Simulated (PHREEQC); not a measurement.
Solution (79 °C): 0.081 mol ZnSO4 and 0.00087 mol NaOH per kg of water. Closed to the air; pH follows from the charge balance.

Computed with PHREEQC (ion-association model, wateq4f.dat).

Precipitation was switched off in this run.

**Question.** Estimate the pH, ionic strength.

**Answer.** pH 6.18; ionic strength 0.154 mol/kgw.

**Question.** In which forms is Na present?

**Answer.** Na+ 94 %, NaSO4- 5.7 % of the Na.

Examples of supersaturated solids here: Zincite(c) (slow to form). Others may be too. Constants without temperature data keep their 25 °C values here.
